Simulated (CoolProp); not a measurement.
o-xylene at several states: fugacity coefficient from the reference equation and from simpler models built on Tc = 357.1 °C, pc = 3737 kPa, ω = 0.312; each cubic takes its own stable root.

Values from CoolProp's reference Helmholtz-energy equation of state, Zhou 2012.

| T (°C) | p (kPa) | phase | reference | Soave-Redlich-Kwong | Peng-Robinson |
|---|---|---|---|---|---|
| 102.35 | 12300 | liquid | 0.003818 | 0.003998 | 0.003848 |
| 220.95 | 6190 | liquid | 0.09400 | 0.09988 | 0.09549 |
| 33.85 | 388 | liquid | 0.003881 | 0.003672 | 0.004028 |
| 159.65 | 28.5 | gas | 0.9890 | 0.9916 | 0.9912 |
| 47.95 | 10.4 | liquid | 0.2957 | 0.2813 | 0.3035 |
